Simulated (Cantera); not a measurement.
An adiabatic, constant-volume homogeneous reactor starts with CH₃OH : O₂ : N₂ = 1 : 1.72 : 6.48 (molar parts), equivalence ratio 0.87, at 1000 K and 10.0 bar. Integrator tolerance rtol = 1e-08.

Model: GRI-Mech 3.0 (53 species, 325 reactions), integrated in Cantera. GRI-Mech 3.0 was tuned for natural gas; its chemistry of methanol as a main component is partial and can be far from experiment.

Task: What does this change do: constant pressure in place of constant volume?

Result: 
```
quantity                                                          before                                    after
---------------------------------  -------------------------------------  ---------------------------------------
time of steepest temperature rise                                87.3 ms                                  88.2 ms
temperature at 2.00 s                                             2832 K                                   2559 K
equilibrium temperature                                           2832 K                                   2559 K
x(CH₃OH) at 2.00 s                 <1e-12 (gas-phase equilibrium <1e-12)    <1e-12 (gas-phase equilibrium <1e-12)
x(O₂) at 2.00 s                    0.0240 (gas-phase equilibrium 0.0240)    0.0228 (gas-phase equilibrium 0.0228)
x(CH₂CO) at 2.00 s                 <1e-12 (gas-phase equilibrium <1e-12)    <1e-12 (gas-phase equilibrium <1e-12)
x(CH₄) at 2.00 s                   <1e-12 (gas-phase equilibrium <1e-12)    <1e-12 (gas-phase equilibrium <1e-12)
x(OH) at 2.00 s                    0.0124 (gas-phase equilibrium 0.0124)  0.00787 (gas-phase equilibrium 0.00787)
x(C₂H) at 2.00 s                   <1e-12 (gas-phase equilibrium <1e-12)    <1e-12 (gas-phase equilibrium <1e-12)
```

Task: What does this change do: pressure from 10.0 bar to 1.00 bar?

Result: 
| quantity | before | after |
|---|---|---|
| time of steepest temperature rise | 87.3 ms | 0.525 s |
| temperature at 2.00 s | 2832 K | 2696 K |
| equilibrium temperature | 2832 K | 2696 K |
| x(CH₃OH) at 2.00 s | <1e-12 (gas-phase equilibrium <1e-12) | <1e-12 (gas-phase equilibrium <1e-12) |
| x(O₂) at 2.00 s | 0.0240 (gas-phase equilibrium 0.0240) | 0.0289 (gas-phase equilibrium 0.0289) |
| x(CH₂CO) at 2.00 s | <1e-12 (gas-phase equilibrium <1e-12) | <1e-12 (gas-phase equilibrium <1e-12) |
| x(CH₄) at 2.00 s | <1e-12 (gas-phase equilibrium <1e-12) | <1e-12 (gas-phase equilibrium <1e-12) |
| x(OH) at 2.00 s | 0.0124 (gas-phase equilibrium 0.0124) | 0.0161 (gas-phase equilibrium 0.0161) |
| x(C₂H) at 2.00 s | <1e-12 (gas-phase equilibrium <1e-12) | <1e-12 (gas-phase equilibrium <1e-12) |
